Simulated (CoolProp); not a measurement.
Model: reference Helmholtz-energy equation of state, Thol 2012, in CoolProp.

### Question
For benzene, give the phase and the density (kg/m³), cv (kJ/(kg K)), isothermal compressibility (1/MPa), conductivity (mW/(m K)) at 442.5 K and 20900 kPa.

### Answer
- 442.5 K and 20900 kPa: liquid; density 747, cv 1.64, isothermal compressibility 0.00228, conductivity 112

Thermal conductivity comes from a separate model (Assael 2012).
